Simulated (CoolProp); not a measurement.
Vapour-liquid equilibrium of propylene (1) + isobutane (2) at 832 kPa; x and y are mole fractions of (1).

Model: multi-fluid Helmholtz-energy mixture model, Lemmon 2013 and Bücker 2006; pair parameters Bell 2016, in CoolProp.

Q: Give the bubble temperature and the first vapour's composition at x = 0.05, 0.5, 0.8. Is there an azeotrope?

A: x = 0.05: 53.8 °C, y = 0.123; x = 0.5: 33.2 °C, y = 0.683; x = 0.8: 20.6 °C, y = 0.921. No azeotrope shows between x = 0.05 and 0.95.

Pair parameters are fitted to limited data, so mixtures are less certain than the pure fluids. The gap from Raoult's law changes sign with composition, which may be real or a fault of the pair parameters; it wasn't checked against measurements.
